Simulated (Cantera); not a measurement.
**Thermodynamics of sublimation and decomposition of ceramics, feed SiC + C + H₂**

Feed: 1 mol SiC, 0.075 mol C, 0.62 mol H₂, at 7.50 bar.

These are equilibrium values from Cantera (NASA tables, ideal gas, pure condensed phases), not measurements of a reactor. Candidate condensed phases: C, C₆H₆, C₇H₈, C₈H₁₈, Si, SiC; 87 gas species. Gases not in the tables: Si₂H₆ and higher silanes. Rates play no part.

```json
[
 {"T (K)": "1850", "x H₂": "0.995", "x CH₄": "0.00486", "x C₂H₂ (acetylene)": "0.000260", "x H": "0.000196", "x CH₃": "1.93e-5", "x SiH₂": "1.26e-6", "x C₂H₄": "3.24e-5", "n C(graphite)": "0.0716", "n SiC(s)": "1.000"},
 {"T (K)": "1900", "x H₂": "0.995", "x CH₄": "0.00417", "x C₂H₂ (acetylene)": "0.000380", "x H": "0.000289", "x CH₃": "2.43e-5", "x SiH₂": "2.16e-6", "x C₂H₄": "3.44e-5", "n C(graphite)": "0.0719", "n SiC(s)": "1.000"},
 {"T (K)": "1950", "x H₂": "0.995", "x CH₄": "0.00362", "x C₂H₂ (acetylene)": "0.000544", "x H": "0.000418", "x CH₃": "3.02e-5", "x SiH₂": "3.58e-6", "x C₂H₄": "3.64e-5", "n C(graphite)": "0.0720", "n SiC(s)": "1.000"},
 {"T (K)": "2000", "x H₂": "0.995", "x CH₄": "0.00315", "x C₂H₂ (acetylene)": "0.000765", "x H": "0.000592", "x CH₃": "3.72e-5", "x SiH₂": "5.80e-6", "x C₂H₄": "3.85e-5", "n C(graphite)": "0.0720", "n SiC(s)": "1.000"},
 {"T (K)": "2050", "x H₂": "0.995", "x CH₄": "0.00277", "x C₂H₂ (acetylene)": "0.00106", "x H": "0.000826", "x CH₃": "4.52e-5", "x SiH₂": "9.16e-6", "x C₂H₄": "4.04e-5", "n C(graphite)": "0.0719", "n SiC(s)": "1.000"},
 {"T (K)": "2100", "x H₂": "0.995", "x CH₄": "0.00245", "x C₂H₂ (acetylene)": "0.00144", "x H": "0.00113", "x CH₃": "5.45e-5", "x SiH₂": "1.41e-5", "x C₂H₄": "4.24e-5", "n C(graphite)": "0.0716", "n SiC(s)": "1.000"},
 {"T (K)": "2150", "x H₂": "0.994", "x CH₄": "0.00218", "x C₂H₂ (acetylene)": "0.00193", "x H": "0.00154", "x CH₃": "6.50e-5", "x SiH₂": "2.14e-5", "x C₂H₄": "4.44e-5", "n C(graphite)": "0.0712", "n SiC(s)": "1.000"},
 {"T (K)": "2200", "x H₂": "0.993", "x CH₄": "0.00195", "x C₂H₂ (acetylene)": "0.00255", "x H": "0.00205", "x CH₃": "7.69e-5", "x SiH₂": "3.18e-5", "x C₂H₄": "4.63e-5", "n C(graphite)": "0.0706", "n SiC(s)": "1.000"},
 {"T (K)": "2250", "x H₂": "0.992", "x CH₄": "0.00175", "x C₂H₂ (acetylene)": "0.00332", "x H": "0.00270", "x CH₃": "9.02e-5", "x SiH₂": "4.63e-5", "x C₂H₄": "4.82e-5", "n C(graphite)": "0.0697", "n SiC(s)": "1.000"},
 {"T (K)": "2300", "x H₂": "0.990", "x CH₄": "0.00157", "x C₂H₂ (acetylene)": "0.00428", "x H": "0.00352", "x CH₃": "0.000105", "x SiH₂": "6.63e-5", "x C₂H₄": "5.00e-5", "n C(graphite)": "0.0686", "n SiC(s)": "1.000"}
]
```
x: gas mole fraction; n: condensed amount in mol.

From 1850 K to 2300 K the condensed part is C(graphite) + SiC(s). The main Si-bearing gas is SiH₂ throughout.
